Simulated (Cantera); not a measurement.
What does this Cantera script print?

```python
import numpy as np
import cantera as ct

gas = ct.Solution("gri30.yaml")
gas.TPX = 675, 120000, {'CO': 1, 'H2': 0.22, 'O2': 1.2, 'N2': 3.2, 'CO2': 0.96}
inlet = ct.Reservoir(gas, clone=True)
gas.equilibrate("HP")  # start burning
reactor = ct.IdealGasConstPressureReactor(gas, energy="on", clone=False)
exhaust = ct.Reservoir(gas, clone=True)
tau = [0.35, 0.16, 0.074, 0.034, 0.016, 0.0072, 0.0033, 0.0015, 0.00069, 0.00032, 0.00015, 6.7e-05, 3.1e-05][0]
for a, b in ((inlet, reactor), (reactor, exhaust)):
    ct.MassFlowController(a, b, mdot=lambda t: reactor.mass / tau)
net = ct.ReactorNet([reactor])
show = ['CO', 'H2', 'O2', 'O', 'OH', 'H2O']

rows = []
print(f"{'tau/s':>10s}{'T/K':>9s}" + "".join(f"{s:>11s}" for s in show))
for tau in [0.35, 0.16, 0.074, 0.034, 0.016, 0.0072, 0.0033, 0.0015, 0.00069, 0.00032, 0.00015, 6.7e-05, 3.1e-05]:
    net.initial_time = 0.0
    net.advance(30 * tau)
    before = gas.X
    net.advance(40 * tau)
    drift = np.max(np.abs(gas.X - before) / (gas.X + 1e-9))
    rows.append([gas.T, *gas[show].X, drift])
    print(f"{tau:10.3e}{gas.T:9.1f}" + "".join(f"{x:11.3e}" for x in gas[show].X))
```

It prints:

```
     tau/s      T/K         CO         H2         O2          O         OH        H2O
 3.500e-01   1999.8  2.161e-03  5.111e-05  9.903e-02  3.136e-04  1.240e-03  3.611e-02
 1.600e-01   1993.4  2.995e-03  7.048e-05  9.940e-02  4.305e-04  1.438e-03  3.597e-02
 7.400e-02   1982.1  4.427e-03  1.042e-04  9.993e-02  6.378e-04  1.721e-03  3.575e-02
 3.400e-02   1963.6  6.751e-03  1.599e-04  1.008e-01  9.883e-04  2.087e-03  3.543e-02
 1.600e-02   1936.8  1.011e-02  2.426e-04  1.019e-01  1.522e-03  2.493e-03  3.502e-02
 7.200e-03   1896.3  1.510e-02  3.706e-04  1.037e-01  2.370e-03  2.937e-03  3.446e-02
 3.300e-03   1842.7  2.157e-02  5.451e-04  1.060e-01  3.551e-03  3.323e-03  3.377e-02
 1.500e-03   1772.3  2.982e-02  7.798e-04  1.090e-01  5.130e-03  3.585e-03  3.292e-02
 6.900e-04   1684.2  3.998e-02  1.079e-03  1.129e-01  6.949e-03  3.614e-03  3.192e-02
 3.200e-04   1569.9  5.380e-02  1.484e-03  1.187e-01  8.434e-03  3.269e-03  3.083e-02
 1.500e-04   1381.2  8.084e-02  2.592e-03  1.325e-01  7.014e-03  2.172e-03  2.964e-02
 6.700e-05    675.0  1.520e-01  3.343e-02  1.824e-01  1.583e-14  2.682e-16  3.848e-15
 3.100e-05    675.0  1.520e-01  3.343e-02  1.824e-01  1.018e-14  1.681e-16  1.167e-15
```

Model: GRI-Mech 3.0 (53 species, 325 reactions), integrated in Cantera.
